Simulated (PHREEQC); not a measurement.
Solution (75 °C): 0.023 mol HNO3, 0.0016 mol ZnSO4 and 0.00029 mol MgCl2 per kg of water. Closed to the air; pH follows from the charge balance.

Computed with PHREEQC (ion-association model, phreeqc.dat).

This is a speciation only: nothing precipitates in the calculation.

Problem. Estimate the pH.

Solution. pH 1.72.

Problem. In which forms is S present?

Solution. HSO4- 77 %, SO4-2 20 %, ZnSO4 2.5 %, MgSO4 1.0 % of the S.

Species that the database lacks are ignored. At this temperature some constants are extrapolated from 25 °C, and those without enthalpy data are left unchanged.
